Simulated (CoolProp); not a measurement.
A closed Brayton cycle with carbon dioxide: compressor inlet 309.15 K and 9.1 MPa, high pressure 31.4 MPa, turbine inlet 995 K, compressor efficiency 0.85, turbine efficiency 0.9, recuperator effectiveness 0.95 (on enthalpy, no pinch check). Each further row changes one setting.

The numbers come from the reference Helmholtz-energy equation of state, Span 1996 in CoolProp.

```json
[
 {"case": "as stated", "thermal efficiency (%)": "44.8", "net work (kJ/kg)": "161", "compressor to turbine work": "0.18", "compressor exit (K)": "348.5", "turbine exit (K)": "829.3"},
 {"case": "turbine inlet 945 K", "thermal efficiency (%)": "43.5", "net work (kJ/kg)": "150", "compressor to turbine work": "0.19", "compressor exit (K)": "348.5", "turbine exit (K)": "784.8"},
 {"case": "compressor inlet 319.15 K", "thermal efficiency (%)": "43.5", "net work (kJ/kg)": "142", "compressor to turbine work": "0.28", "compressor exit (K)": "403.0", "turbine exit (K)": "829.3"},
 {"case": "high pressure 26.7 MPa", "thermal efficiency (%)": "43.3", "net work (kJ/kg)": "144", "compressor to turbine work": "0.17", "compressor exit (K)": "342.2", "turbine exit (K)": "850.1"},
 {"case": "recuperator effectiveness 0.5", "thermal efficiency (%)": "26.0", "net work (kJ/kg)": "161", "compressor to turbine work": "0.18", "compressor exit (K)": "348.5", "turbine exit (K)": "829.3"}
]
```
